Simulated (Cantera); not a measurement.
An adiabatic, constant-volume homogeneous reactor starts with CO : H₂ : CH₄ : O₂ : N₂ = 1 : 0.23 : 0.073 : 0.761 : 2.86 (molar parts), at 1700 K and 1.00 atm. Integrator tolerance rtol = 1e-08.

Detailed kinetics in Cantera: GRI-Mech 3.0 (53 species, 325 reactions).

Task: How do the results move with these cheaper or finer settings: rtol 1e-08 to 0.01?

Result: 
```csv
setting,time of steepest temperature rise,temperature at 5.00 s,equilibrium temperature,x(CO) at 5.00 s,integrator steps
as above,17.0 µs,2929 K,2929 K,0.113,1493
rtol 1e-08 to 0.01,25.6 µs,2929 K,2929 K,0.113,401
```
